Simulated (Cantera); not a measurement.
An adiabatic, constant-volume homogeneous reactor starts with C₃H₈ : O₂ : N₂ = 1 : 2.08 : 7.83 (molar parts), at 1625 K and 16.0 bar.

Cantera simulation using GRI-Mech 3.0 (53 species, 325 reactions); the numbers are that mechanism's predictions, not measurements. GRI-Mech 3.0 was tuned for natural gas; its chemistry of propane as a main component is partial and can be far from experiment. The pressure lies above the range GRI-Mech 3.0 was tuned for (to about 10 atm).

Task: Predict: time of steepest temperature rise; temperature at 0.600 s; equilibrium temperature; x(O₂) at 0.600 s; x(CH₂O) at 0.600 s; x(OH) at 0.600 s; x(H₂O) at 0.600 s; x(HCO) at 0.600 s.

Result: 
```
Item                                                                   Value
---------------------------------  -----------------------------------------
time of steepest temperature rise                                    4.52 µs
temperature at 0.600 s                                                2870 K
equilibrium temperature                                               2870 K
x(O₂) at 0.600 s                     2.49e-6 (gas-phase equilibrium 2.49e-6)
x(CH₂O) at 0.600 s                   5.88e-7 (gas-phase equilibrium 5.88e-7)
x(OH) at 0.600 s                   0.000767 (gas-phase equilibrium 0.000767)
x(H₂O) at 0.600 s                      0.0677 (gas-phase equilibrium 0.0677)
x(HCO) at 0.600 s                    4.87e-6 (gas-phase equilibrium 4.87e-6)
```
